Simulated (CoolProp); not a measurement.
The fluid at 298.15 K and 9.45 MPa is throttled through a valve to 1.42 MPa with no heat exchange. The same conditions are run with several fluids, on thermodynamics alone (safety and materials aside).

Model: reference Helmholtz-energy equation of state of each fluid (nitrous oxide: Lemmon 2006; methanol: de Reuck 1993; m-xylene: Zhou 2012; isobutane: Bücker 2006), in CoolProp.

| fluid | temperature change (K) | final phase | final density (kg/m³) |
|---|---|---|---|
| nitrous oxide | -52.7 | two-phase, vapour fraction 0.373 | 92.8 |
| methanol | +2.6 | liquid | 785 |
| m-xylene | +3.9 | liquid | 858 |
| isobutane | +2.3 | liquid | 550 |
